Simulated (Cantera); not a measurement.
Cantera run:

```python
import numpy as np
import cantera as ct

gas_names = [...]  # 113 gases of nasa_gas.yaml made of C, H, O, Ti
cond_names = """
    C(gr) C6H6(L) C7H8(L) C8H18(L),n-octa H2O(s) H2O(L) Ti(a) Ti(b) Ti(L) TiC(s) TiC(L) TiO(a) TiO(b)
    TiO(L) TiO2(ru) TiO2(L) Ti2O3(a) Ti2O3(b) Ti2O3(L) Ti3O5(a) Ti3O5(b) Ti3O5(L) Ti4O7(s) Ti4O7(L)
""".split()


# ... load() reads the species with a 1 bar reference pressure and builds the phases ...
atoms = {
    'Ti(OiPr)4': {'Ti': 1, 'C': 12, 'H': 28, 'O': 4},
    'C3H8': {'C': 3, 'H': 8},
}
top_T = {'C(gr)': 4500}  # K; cautious upper limits of use, not melting points


# ... equilibrate(T, P, feed) seeds the gas with the atoms and calls Mixture.equilibrate('TP', solver="vcs", rtol=1e-11, max_steps=5000) ...
results = []
feed = {'Ti(OiPr)4': 1, 'C3H8': 0.35}  # mol
T = 1900  # K
P = 1000  # Pa
mix = equilibrate(T, P, feed)
results.append((T, P, feed, dict(zip(mix.species_names, mix.species_moles))))
x = sorted(zip(gas.X, gas.species_names), reverse=True)
print(f"T = {T:g} K  P = {P:g} Pa  gas = {mix.phase_moles(0):.4g} mol")
print("   x: " + "  ".join(f"{s} {v:.3e}" for v, s in x if v > 1e-06))
print("   condensed (mol): " + ("  ".join(f"{mix.phase(i).name} {mix.phase_moles(i):.4g}"
      for i in range(1, mix.n_phases) if mix.phase_moles(i) > 1e-12) or "none"))
```

Output:

```
T = 1900 K  P = 1000 Pa  gas = 19.47 mol
   x: H2 7.872e-01  CO 2.055e-01  H 7.041e-03  C2H2,acetylene 3.006e-04  CH4 3.483e-06
   condensed (mol): C(gr) 8.038  TiC(s) 1
```

Equilibrium computed with Cantera from the NASA thermochemical tables; the gas is ideal and each condensed phase is pure. The feed counts by its element totals alone. TiC: taken at fixed stoichiometry.
